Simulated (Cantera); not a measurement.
Metals in furnace atmospheres: Fe + CO2 + N2

Feed: 1 mol Fe, 0.48 mol CO2, a varied amount of N2, equilibrated at 1.33 mbar.

Equilibrium computed with Cantera from the NASA thermochemical tables; the gas is ideal and each condensed phase is pure. Candidate condensed phases: C, Fe, Fe(CO)5, FeO, Fe2O3, Fe3O4; 27 gas species. Mutual solubility and eutectic melting of coexisting phases are not modelled. The tables' stoichiometric FeO is somewhat more stable than real wüstite, so its field is too wide. FeO: taken at fixed stoichiometry. Kinetics and transport are ignored.

Problem. Map the stable condensed phases over T = 973, 1048, 1123, 1198, 1273, 1348, 1423, 1498, 1573, 1648, 1723, 1798 K and n(N2) in mol = 1.2, 2.3, 4.4, 8.6, 17, 33, 65, 130, 250.

Solution. 
```
T in K \ n(N2) in mol
         1.2 2.3 4.4 8.6  17  33  65 130 250
   1798    A   A   A   A   A   B   B   B   B
   1723    A   A   A   A   A   A   A   B   B
   1648    A   A   A   A   A   A   A   A   A
   1573    A   A   A   A   A   A   A   A   A
   1498    A   A   A   A   A   A   A   A   A
   1423    A   A   A   A   A   A   A   A   A
   1348    A   A   A   A   A   A   A   A   A
   1273    A   A   A   A   A   A   A   A   A
   1198    A   A   A   A   A   A   A   A   A
   1123    A   A   A   A   A   A   A   A   A
   1048    A   A   A   A   A   A   A   A   A
    973    A   A   A   A   A   A   A   A   A
```
A: Fe + FeO; B: FeO.
